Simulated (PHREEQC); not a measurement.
Consider water at 25 °C with 0.014 mol/kgw HCl, 0.01 mol/kgw CaCl2 and 0.00094 mol/kgw KCl. Closed to the air; pH follows from the charge balance.

All values are PHREEQC results (Pitzer model, pitzer.dat), not measurements.

Each row changes one thing in this solution. This is a speciation only: nothing precipitates in the calculation.

```tsv
case	pH	SI of Sylvite (KCl)	SI of Portlandite (Ca(OH)2)
as made	1.93	-5.55	-21.26
HCl from 0.014 to 0.028 mol/kgw	1.63	-5.42	-21.89
HCl from 0.014 to 0.07 mol/kgw	1.24	-5.19	-22.73
diluted 100-fold with water	3.87	-9.41	-19.11
HCl from 0.014 to 0.0014 mol/kgw	2.92	-5.73	-19.24
KCl from 0.00094 to 0.0094 mol/kgw	1.93	-4.47	-21.28
HCl left out	6.98	-5.76	-11.12
```

Species that the database lacks are ignored.
